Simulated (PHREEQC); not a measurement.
Dissolve 21 mmol/kgw KHCO3 at 40 °C. Closed to the air; pH follows from the charge balance.

Computed with PHREEQC (ion-association model, wateq4f.dat).

This is a speciation only: nothing precipitates in the calculation.

Question: Estimate the pH.

Answer: pH 8.13.

Question: In which forms is C present?

Answer: HCO3- 98 %, CO2 1.2 %, CO3-2 1.2 % of the C.

Species that the database lacks are ignored. Constants without temperature data keep their 25 °C values here.
